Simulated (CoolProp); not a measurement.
Vapour-liquid equilibrium of ethylbenzene (1) + p-xylene (2) at 56.45 °C; x and y are mole fractions of (1).

Computed with CoolProp (multi-fluid Helmholtz-energy mixture model, Zhou 2012 and Zhou 2012; pair parameters Bell 2016).

Give the bubble pressure and the first vapour's composition at x = 0.05, 0.425, 0.575. Is there an azeotrope?

x = 0.05: 0.05894 bar, y = 0.056; x = 0.425: 0.06100 bar, y = 0.443; x = 0.575: 0.06162 bar, y = 0.591. No azeotrope shows between x = 0.05 and 0.95.

The pair parameters rest on a limited set of measurements; away from them the model extrapolates.
